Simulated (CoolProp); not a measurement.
Vapour-liquid equilibrium of R125 (1) + R115 (2) at 0.928 MPa; x and y are mole fractions of (1).

Model: multi-fluid Helmholtz-energy mixture model, Lemmon 2005 and Lemmon 2016; pair parameters Bell 2016, in CoolProp.

Task: Give the bubble temperature and the first vapour's composition at x = 0.15, 0.55, 0.75. Is there an azeotrope?

Result: x = 0.15: 293.1 K, y = 0.242; x = 0.55: 285.3 K, y = 0.620; x = 0.75: 283.9 K, y = 0.771. y crosses x between x = 0.85 and 0.95: the model has an azeotrope there.

Pair parameters are fitted to limited data, so mixtures are less certain than the pure fluids.
